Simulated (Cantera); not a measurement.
Low-pressure radical oxidation in H2/O2

A perfectly stirred reactor is fed with 18.7 % H2, 81.3 % O2, equivalence ratio 0.12, at 0.0197 atm; it is held at 1175 K, and followed from long to short residence time.

Model: the H2/O2 subset of GRI-Mech 3.0, which has no nitrogen chemistry, integrated in Cantera. Radical loss at walls, strong at low pressure, is not modelled. The temperature is held fixed by assumption; the heat of reaction is taken as removed at once.

```csv
τ (s),x H2,x O2,x H,x H2O2,x O
0.44,0.000795,0.790,0.000511,4.53e-7,0.00277
0.25,0.00113,0.789,0.000893,5.03e-7,0.00399
0.14,0.00161,0.787,0.00157,5.51e-7,0.00577
0.075,0.00234,0.784,0.00287,5.95e-7,0.00851
0.042,0.00330,0.780,0.00495,6.25e-7,0.0121
0.023,0.00469,0.774,0.00853,6.42e-7,0.0171
0.013,0.00647,0.766,0.0138,6.44e-7,0.0231
0.0071,0.00900,0.756,0.0219,6.34e-7,0.0306
0.0039,0.0124,0.746,0.0319,6.22e-7,0.0380
0.0022,0.0168,0.738,0.0419,6.20e-7,0.0435
0.0012,0.0236,0.733,0.0504,6.41e-7,0.0460
```
x: mole fraction; the columns are a selection and need not sum to one.
